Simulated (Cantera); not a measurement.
An adiabatic, constant-pressure homogeneous reactor starts with CH4 : C2H6 : C3H8 : O2 : N2 : H2O = 1 : 0.075 : 0.21 : 3.85 : 14.5 : 5.9 (molar parts), equivalence ratio 0.86, at 1425 K and 2.80 bar.

Cantera simulation using GRI-Mech 3.0 (53 species, 325 reactions); the numbers are that mechanism's predictions, not measurements. GRI-Mech 3.0 was tuned for natural gas; its chemistry of propane as a main component is partial and can be far from experiment.

x: mole fraction; the columns are a selection and need not sum to one.

```csv
t (s),T (K),x CH4,x C2H6,x C3H8,x C2H2,x H2,x HCN
6.00e-6,1424,0.0391,0.00292,0.00813,5.79e-9,2.93e-5,<1e-12
1.60e-5,1424,0.0390,0.00291,0.00789,1.24e-7,0.000131,<1e-12
4.24e-5,1425,0.0386,0.00301,0.00708,1.97e-6,0.000551,<1e-12
0.000113,1438,0.0366,0.00309,[?],[?],[?],5.51e-12
0.000300,2474,<1e-12,<1e-12,<1e-12,<1e-12,0.00768,1.15e-11
0.000799,2486,<1e-12,<1e-12,<1e-12,<1e-12,0.00703,1.42e-11
0.00212,2485,<1e-12,<1e-12,<1e-12,<1e-12,0.00704,2.07e-11
0.00565,2482,<1e-12,<1e-12,<1e-12,<1e-12,0.00706,3.48e-11
0.0150,2479,<1e-12,<1e-12,<1e-12,<1e-12,0.00709,5.43e-11
0.0400,2477,<1e-12,<1e-12,<1e-12,<1e-12,0.00710,6.23e-11
0.106,2477,<1e-12,<1e-12,<1e-12,<1e-12,0.00710,6.26e-11
0.283,2477,<1e-12,<1e-12,<1e-12,<1e-12,0.00710,6.26e-11
0.752,2477,<1e-12,<1e-12,<1e-12,<1e-12,0.00710,6.26e-11
2.00,2477,<1e-12,<1e-12,<1e-12,<1e-12,0.00710,6.26e-11
```

Q: Fill in the missing entries.

A: 
- 0.000113, x C3H8: 0.00455
- 0.000113, x C2H2: 2.92e-5
- 0.000113, x H2: 0.00250
